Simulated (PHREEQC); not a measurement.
Make-up at 35 °C: 55 mmol/kgw Cu(NO3)2 and 120 mmol/kgw KCl. Closed to the air; pH follows from the charge balance.

Computed with PHREEQC (ion-association model, wateq4f.dat).

This is a speciation only: nothing precipitates in the calculation.

Problem. Estimate the pH, activity of water.

Solution. pH 4.29; activity of water 0.993.

Problem. In which forms is Cl present?

Solution. Cl- 94 %, CuCl+ 5.7 % of the Cl.

Examples of supersaturated solids here: Atacamite. Others may be too. Complexes and solids missing from the database can't appear.
